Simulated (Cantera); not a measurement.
Catalytic stagnation flow on Pt

A jet of CH₄ : O₂ : N₂ = 0.023 : 0.18 : 0.79 (molar parts) at 300 K and 0.257 atm hits a platinum plate 8.3 cm away at a mass flux of 0.041 kg/m²/s; the plate temperature is set and raised in steps from an oxygen-covered start.

Computed with Cantera and Deutschmann's 1995 Pt surface mechanism with GRI-Mech 3.0 gas chemistry. Catalytic surfaces can have several steady states; this one follows from the mechanism file's or the stated starting coverage.

```
plate T (K)  wall x CH₄  wall x O₂  wall x H₂O  wall x OH  wall x CO  wall x CO₂  θ free Pt   θ O*    θ OH*
-----------  ----------  ---------  ----------  ---------  ---------  ----------  ---------  -----  -------
900              0.0119      0.157      0.0209    2.30e-8    3.76e-6      0.0137      0.135  0.863  0.00167
950             0.00771      0.148      0.0287    6.85e-8    3.33e-6      0.0189      0.191  0.807  0.00184
1000            0.00499      0.143      0.0337    1.82e-7    2.88e-6      0.0222      0.251  0.748  0.00183
1050            0.00312      0.139      0.0367    4.69e-7    3.88e-6      0.0240      0.312  0.686  0.00172
1100            0.00195      0.137      0.0389    1.01e-6    4.96e-6      0.0254      0.374  0.625  0.00159
1150            0.00112      0.135      0.0405    2.00e-6    6.24e-6      0.0264      0.435  0.564  0.00144
1200           0.000507      0.133      0.0420    3.73e-6    7.30e-6      0.0271      0.494  0.505  0.00130
1250            6.39e-6      0.133      0.0436    7.22e-6    3.80e-6      0.0274      0.550  0.449  0.00117
```
x: mole fraction at the wall; θ: surface coverage.
